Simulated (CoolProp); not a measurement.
Vapour-liquid equilibrium of carbon dioxide (1) + n-perfluorobutane (2) at 640 kPa; x and y are mole fractions of (1).

The numbers come from the multi-fluid Helmholtz-energy mixture model, Span 1996 and Gao 2022; pair parameters Bell 2016 in CoolProp.

### Question
Give the bubble temperature and the first vapour's composition at x = 0.425, 0.575, 0.8. Is there an azeotrope?

### Answer
x = 0.425: 233.7 K, y = 0.978; x = 0.575: 229.8 K, y = 0.984; x = 0.8: 226.1 K, y = 0.990. No azeotrope shows between x = 0.05 and 0.95.

The pair parameters rest on a limited set of measurements; away from them the model extrapolates. The gap from Raoult's law changes sign with composition, which may be real or a fault of the pair parameters; it wasn't checked against measurements. With so large a gap from Raoult's law the liquid may split in two, which this calculation doesn't test in full.
